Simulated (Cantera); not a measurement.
A freely propagating, adiabatic, planar premixed flame of 19.0 % H2, 17.0 % O2, 64.0 % N2, equivalence ratio 0.56, unburnt at 400 K and 3300 Torr; multicomponent transport, grid criteria slope 0.08 and curve 0.16, no radiation.

Detailed kinetics in Cantera: the H2/O2 subset of GRI-Mech 3.0, which has no nitrogen chemistry. The hydrogen kinetics of GRI-Mech 3.0 are dated; newer H2 mechanisms differ, most at raised pressure. Burning velocities carry a grid error of a few per cent, more on coarse grids. Lean hydrogen flames are cellular in practice and burn faster than this planar one.

x: mole fraction of selected species; z is measured from the peak of heat release.

```json
[
 {"z (mm)": "-0.293", "T (K)": "400", "u (m/s)": "0.603", "x H2": "0.187", "x O2": "0.171", "x H": "<1e-8", "x H2O": "2.43e-5", "x O": "<1e-8", "x HO2": "4.57e-8"},
 {"z (mm)": "-0.195", "T (K)": "404", "u (m/s)": "0.602", "x H2": "0.178", "x O2": "0.173", "x H": "<1e-8", "x H2O": "?", "x O": "<1e-8", "x HO2": "?"},
 {"z (mm)": "-0.147", "T (K)": "413", "u (m/s)": "0.607", "x H2": "0.166", "x O2": "0.175", "x H": "<1e-8", "x H2O": "0.00142", "x O": "<1e-8", "x HO2": "3.98e-6"},
 {"z (mm)": "-0.0977", "T (K)": "459", "u (m/s)": "0.658", "x H2": "0.138", "x O2": "0.178", "x H": "<1e-8", "x H2O": "0.00811", "x O": "3.48e-8", "x HO2": "3.21e-5"},
 {"z (mm)": "-0.0489", "T (K)": "736", "u (m/s)": "1.02", "x H2": "0.0858", "x O2": "0.167", "x H": "6.64e-6", "x H2O": "0.0492", "x O": "7.61e-6", "x HO2": "0.000427"},
 {"z (mm)": "-0.0244", "T (K)": "1057", "u (m/s)": "1.45", "x H2": "0.0544", "x O2": "0.146", "x H": "0.000302", "x H2O": "0.0952", "x O": "0.000192", "x HO2": "0.000537"},
 {"z (mm)": "0", "T (K)": "1372", "u (m/s)": "1.87", "x H2": "0.0271", "x O2": "0.119", "x H": "0.00135", "x H2O": "0.144", "x O": "0.00116", "x HO2": "0.000304"},
 {"z (mm)": "0.0244", "T (K)": "1568", "u (m/s)": "2.14", "x H2": "0.0113", "x O2": "0.0999", "x H": "0.00167", "x H2O": "0.175", "x O": "0.00200", "x HO2": "0.000168"},
 {"z (mm)": "0.0489", "T (K)": "1668", "u (m/s)": "2.28", "x H2": "0.00506", "x O2": "0.0918", "x H": "0.00116", "x H2O": "0.189", "x O": "0.00189", "x HO2": "0.000101"},
 {"z (mm)": "0.0977", "T (K)": "1748", "u (m/s)": "2.39", "x H2": "0.00162", "x O2": "0.0879", "x H": "0.000377", "x H2O": "0.197", "x O": "0.00102", "x HO2": "4.34e-5"},
 {"z (mm)": "0.195", "T (K)": "1785", "u (m/s)": "2.43", "x H2": "?", "x O2": "0.0874", "x H": "?", "x H2O": "0.201", "x O": "?", "x HO2": "?"},
 {"z (mm)": "0.391", "T (K)": "1796", "u (m/s)": "2.45", "x H2": "8.69e-5", "x O2": "0.0875", "x H": "6.13e-6", "x H2O": "0.202", "x O": "7.14e-5", "x HO2": "3.28e-6"},
 {"z (mm)": "0.782", "T (K)": "1799", "u (m/s)": "2.45", "x H2": "2.84e-5", "x O2": "0.0876", "x H": "1.36e-6", "x H2O": "0.202", "x O": "2.66e-5", "x HO2": "1.54e-6"}
]
```

### Question
Fill in the missing entries.

### Answer

- -0.195, x H2O: 0.000343
- -0.195, x HO2: 8.16e-7
- 0.195, x H2: 0.000407
- 0.195, x H: 5.45e-5
- 0.195, x O: 0.000295
- 0.195, x HO2: 1.26e-5
